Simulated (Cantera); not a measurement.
**Reactions in the system C-O-Ta**

Source: NASA polynomial tables (part measured, part estimated), evaluated in Cantera. Values are per mole of reaction as written; species without (g) are pure solids or liquids, kept so even where they would boil at 1 bar.

C + Ta2O5 → 2 TaO2(g) + CO(g)

| T (K) | ΔH° (kJ) | ΔS° (J/K) | ΔG° (kJ) | log10 K |
|---|---|---|---|---|
| 300 | 1533.8 | 609.1 | 1351.0 | -235.23 |
| 750 | 1515.1 | 573.0 | 1085.4 | -75.59 |
| 775 | 1513.8 | 571.2 | 1071.1 | -72.19 |
| 800 | 1512.4 | 569.5 | 1056.8 | -69.00 |
| 825 | 1511.1 | 567.8 | 1042.6 | -66.01 |
| 850 | 1509.7 | 566.2 | 1028.4 | -63.20 |
| 875 | 1508.3 | 564.6 | 1014.3 | -60.55 |

5 CO2(g) + 2 Ta → 5 CO(g) + Ta2O5

```
T (K)  ΔH° (kJ)  ΔS° (J/K)  ΔG° (kJ)  log10 K
-----  --------  ---------  --------  -------
300      -631.0      -20.1    -625.0   108.82
750      -617.2        9.4    -624.3    43.48
775      -616.7       10.1    -624.5    42.09
800      -616.1       10.9    -624.8    40.79
825      -615.5       11.6    -625.1    39.58
850      -615.0       12.2    -625.4    38.43
875      -614.4       12.8    -625.7    37.35
```
